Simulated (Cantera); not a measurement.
A closed system holds: 1 mol Fe2O3, a varied amount of H2, held at 1575 °C and 10000 Pa.

These are equilibrium values from Cantera (NASA tables, ideal gas, pure condensed phases), not measurements of a reactor. Candidate condensed phases: Fe, FeO, Fe(OH)2, Fe(OH)3, Fe2O3, Fe3O4, H2O; 12 gas species. Each liquid is taken as pure. Mutual solubility and eutectic melting of coexisting phases are not modelled. The tables' stoichiometric FeO is somewhat more stable than real wüstite, so its field is too wide. FeO: taken at fixed stoichiometry. Equilibrium is a limit: real reactors are often held back by kinetics, nucleation or transport.

### Question
Which condensed phases are stable at each of these points (n(H2) (mol)): 0.91, 1.7, 3.2, 5.9, 11, 20, 38, 70, 130, 240?

### Answer
| n(H2) (mol) | condensed phases | Fe condensed (%) |
|---|---|---|
| 0.91 | FeO(l) + Fe3O4(s) | 100.0 |
| 1.7 | FeO(l) | 100.0 |
| 3.2 | Fe(l) + FeO(l) | 99.9 |
| 5.9 | Fe(l) + FeO(l) | 99.8 |
| 11 | Fe(l) | 99.7 |
| 20 | Fe(l) | 99.4 |
| 38 | Fe(l) | 98.9 |
| 70 | Fe(l) | 98.0 |
| 130 | Fe(l) | 96.3 |
| 240 | Fe(l) | 93.1 |

At 0.91 mol H2 the condensed part is FeO(l) + Fe3O4(s). At 1.7 mol H2 the condensed part is FeO(l). From 3.2 mol H2 to 5.9 mol H2 the condensed part is Fe(l) + FeO(l). From 11 mol H2 to 240 mol H2 the condensed part is Fe(l).
